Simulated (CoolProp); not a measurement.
Properties of isopentane along the isotherm 241 K.

Computed with CoolProp (reference Helmholtz-energy equation of state, Lemmon 2006). It is a short technical equation, of lower accuracy than the large ones.

| p (kPa) | phase | density (kg/m³) | Joule-Thomson coefficient (K/MPa) | expansivity (1/kK) |
|---|---|---|---|---|
| 461 | liquid | 670.4 | -0.4982 | 1.372 |
| 921 | liquid | 670.8 | -0.4991 | 1.366 |
| 1380 | liquid | 671.2 | -0.4999 | 1.361 |
| 1840 | liquid | 671.6 | -0.5008 | 1.356 |
| 2300 | liquid | 672.0 | -0.5017 | 1.350 |
| 2760 | liquid | 672.4 | -0.5025 | 1.345 |
| 3220 | liquid | 672.8 | -0.5033 | 1.340 |
| 3690 | liquid | 673.2 | -0.5042 | 1.335 |
| 4150 | liquid | 673.5 | -0.5050 | 1.330 |
| 4610 | liquid | 673.9 | -0.5058 | 1.325 |
| 5070 | liquid | 674.3 | -0.5065 | 1.320 |
